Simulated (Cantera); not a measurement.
## Premixed flame

A freely propagating, adiabatic, planar premixed flame of CH3OH : O2 : N2 : CO2 = 1 : 1 : 3.76 : 0.15 (molar parts), equivalence ratio 1.5, unburnt at 625 K and 735 Torr; multicomponent+Soret transport, grid criteria slope 0.08 and curve 0.16, no radiation.

Cantera simulation using GRI-Mech 3.0 (53 species, 325 reactions); the numbers are that mechanism's predictions, not measurements. GRI-Mech 3.0 was tuned for natural gas; its chemistry of methanol as a main component is partial and can be far from experiment. Burning velocities carry a grid error of a few per cent, more on coarse grids.

```tsv
z (mm)	T (K)	u (m/s)	x CH3OH	x O2	x CO2	x HCO	x CH4	x H
-0.726	625	1.42	0.169	0.168	0.0253	<1e-8	1.69e-7	<1e-8
-0.484	629	1.44	0.167	0.167	0.0252	<1e-8	1.77e-6	<1e-8
-0.363	643	1.48	0.166	0.165	0.0251	<1e-8	6.86e-6	<1e-8
-0.242	718	1.68	0.158	0.156	0.0253	<1e-8	3.38e-5	<1e-8
-0.121	1052	2.58	0.117	0.122	0.0277	3.81e-7	0.000162	3.27e-6
-0.0605	1386	3.55	0.0640	0.0864	0.0316	5.31e-5	0.000311	0.000154
0	1722	4.61	0.0109	0.0499	0.0384	0.000428	0.000439	0.00255
0.0605	1850	5.01	0.000252	0.0277	0.0468	8.48e-5	0.000229	0.00904
0.121	1888	5.11	1.61e-6	0.0144	0.0551	3.26e-6	5.12e-5	0.0139
0.242	1926	5.19	<1e-8	0.00498	0.0666	4.85e-7	1.48e-6	0.0167
0.484	1967	5.27	<1e-8	0.00230	0.0746	3.59e-7	<1e-8	0.0156
0.968	2013	5.38	<1e-8	0.00147	0.0765	2.77e-7	<1e-8	0.0124
1.94	2060	5.49	<1e-8	0.000815	0.0762	1.95e-7	<1e-8	0.00875
```
x: mole fraction of selected species; z is measured from the peak of heat release.

The laminar burning velocity is 141 cm/s. The thermal thickness is 0.242 mm, the peak x(HCO) is 0.000428 and the peak x(CH4) is 0.000440. The peak x(H) comes out as 0.0168 and the grid points is 139.
